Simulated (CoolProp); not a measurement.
Vapour-liquid equilibrium of benzene (1) + toluene (2) at 158 kPa; x and y are mole fractions of (1).

Computed with CoolProp (multi-fluid Helmholtz-energy mixture model, Thol 2012 and Lemmon 2006; pair parameters Bell 2016).

```
x      bubble temperature, mixture model (K)  bubble temperature, Raoult's law (K)  y, mixture model  y, Raoult's law
-----  -------------------------------------  ------------------------------------  ----------------  ---------------
0.05                                   397.9                                 397.8             0.101            0.106
0.125                                  394.7                                 394.5             0.235            0.245
0.2                                    391.7                                 391.5             0.352            0.365
0.275                                  388.9                                 388.6             0.455            0.467
0.35                                   386.2                                 385.9             0.545            0.557
0.425                                  383.7                                 383.4             0.624            0.635
0.5                                    381.3                                 381.1             0.693            0.703
0.575                                  379.1                                 378.9             0.755            0.763
0.65                                   376.9                                 376.8             0.810            0.817
0.725                                  374.9                                 374.8             0.859            0.864
0.8                                    373.0                                 372.9             0.903            0.907
0.875                                  371.2                                 371.1             0.943            0.945
0.95                                   369.5                                 369.5             0.978            0.979
```

The largest gap from Raoult's law is +0.3 K in bubble temperature, at x = 0.35. No azeotrope shows between x = 0.05 and 0.95.

Pair parameters are fitted to limited data, so mixtures are less certain than the pure fluids.
